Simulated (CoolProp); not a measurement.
Computed with CoolProp (reference Helmholtz-energy equation of state, Lemmon 2005). It is a short technical equation, of lower accuracy than the large ones.

Give the vapour pressure (MPa), liquid density (kg/m³), vapour Z of saturated 1-butene at 256.6, 383.9 K.


| T (K) | p (MPa) | liquid density (kg/m³) | vapour Z |
|---|---|---|---|
| 256.6 | 0.0667 | 637 | 0.968 |
| 383.9 | 2.18 | 450 | 0.650 |
